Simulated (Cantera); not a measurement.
Charge: 1 mol SiCl₄, 560 mol H₂, 0.35 mol Cl₂, held at 1.40 mbar.

Cantera equilibrium calculation (NASA polynomials, part measured and part estimated; ideal gas, pure solids and liquids). Candidate condensed phases: Si; 19 gas species. Gases not in the tables: Si₂H₆ and higher silanes. Kinetics and transport are ignored.

Which condensed phases are stable at each of these points (T (°C)): 700, 800, 900, 1000, 1100, 1200, 1300, 1400, 1500?


| T (°C) | condensed phases | Si condensed (%) |
|---|---|---|
| 700 | Si(s) | 87.6 |
| 800 | Si(s) | 92.1 |
| 900 | Si(s) | 91.5 |
| 1000 | Si(s) | 90.5 |
| 1100 | Si(s) | 89.5 |
| 1200 | Si(s) | 88.3 |
| 1300 | Si(s) | 85.1 |
| 1400 | Si(s) | 67.7 |
| 1500 | gas only | 0.0 |

From 700 °C to 1400 °C the condensed part is Si(s). At 1500 °C nothing is condensed.
